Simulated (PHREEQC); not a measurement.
# Hard or scaling water: speciation

Consider water at 34 °C with 5.7e-06 mol CaSO4, 1.9e-05 mol Na2CO3 and 0.004 mol KCl per kg of water. Closed to the air; pH follows from the charge balance.

The numbers come from PHREEQC with the ion-association model, wateq4f.dat.

This is a speciation only: nothing precipitates in the calculation.

Q: Estimate the pH.

A: pH 8.94.

Q: In which forms is S present?

A: SO4-2 97 %, KSO4- 2.4 % of the S.
